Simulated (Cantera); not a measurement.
Charge: 1 mol TiCl4, 0.11 mol H2O, at 1825 K and 0.160 bar.

Method: chemical equilibrium by Gibbs-energy minimisation in Cantera with the NASA 1993 tables (ideal gas, pure condensed phases). The tables' values for TiCl2 are old estimates; treat these amounts as uncertain. Equilibrium is a limit: real reactors are often held back by kinetics, nucleation or transport.

```json
[
 {"species": "TiCl4", "before": "0.710", "after": "0.773"},
 {"species": "HCl", "before": "0.179", "after": "0.185"},
 {"species": "TiCl3", "before": "0.0564", "after": "0.0216"},
 {"species": "Cl", "before": "0.0501", "after": "0.0179"},
 {"species": "TiCl2", "before": "2.63e-5", "after": "2.24e-6"},
 {"species": "TiOCl2", "before": "0.00204", "after": "0.000364"},
 {"species": "Cl2", "before": "0.00319", "after": "0.00186"},
 {"species": "H2O", "before": "1.71e-5", "after": "1.51e-5"},
 {"species": "TiO2(rutile), mol", "before": "0.0537", "after": "0.0548"}
]
```
Gas species are given as mole fractions.

What was changed between the two runs?
A. temperature from 1825 K to 1673.15 K
B. H2O from 0.11 to 0.36 mol
C. temperature from 1825 K to 1550 K
D. H2O from 0.11 to 11 mol

A, temperature from 1825 K to 1673.15 K
